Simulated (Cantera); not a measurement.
# Ammonia decomposition in nitride growth gas

An isothermal, constant-pressure homogeneous reactor starts with NH3 : N2 = 9.8 : 16 (molar parts), at 2150 K and 20.0 Torr.

Cantera simulation using the gas-phase N/H chemistry of the illustrative SiF4/NH3 mechanism in the Surface Chemkin manual (1991); the numbers are that mechanism's predictions, not measurements. Walls and surfaces, which speed up NH3 decomposition in real reactors, are not modelled.

```tsv
t (s)	x NH3	x H2	x N2H4	x N2	x N2H2
0.000200	0.380	9.68e-5	1.48e-10	0.620	2.99e-8
0.000386	0.379	0.000191	5.52e-10	0.620	1.33e-7
0.000746	0.379	0.000398	2.01e-9	0.620	5.90e-7
0.00144	0.378	0.000979	6.61e-9	0.620	2.24e-6
0.00278	0.376	0.00298	1.51e-8	0.619	5.61e-6
0.00537	0.370	0.00860	1.81e-8	0.619	7.42e-6
0.0104	0.360	0.0200	1.57e-8	0.618	7.23e-6
0.0200	0.341	0.0411	1.25e-8	0.616	6.65e-6
0.0386	0.307	0.0780	9.32e-9	0.613	5.73e-6
0.0746	0.253	0.137	6.30e-9	0.609	4.41e-6
0.144	0.178	0.218	3.56e-9	0.602	2.81e-6
0.278	0.0968	0.307	1.45e-9	0.595	1.33e-6
0.537	0.0345	0.374	3.34e-10	0.590	3.92e-7
1.04	0.00543	0.406	2.66e-11	0.587	5.10e-8
2.00	6.82e-5	0.408	<1e-12	0.585	2.70e-10
```
x: mole fraction; the columns are a selection and need not sum to one.

Equilibrium at this temperature and pressure: NH3 8.23e-8, H2 0.401, N2H4 <1e-12, N2 0.582, N2H2 <1e-12 (gas phase only).
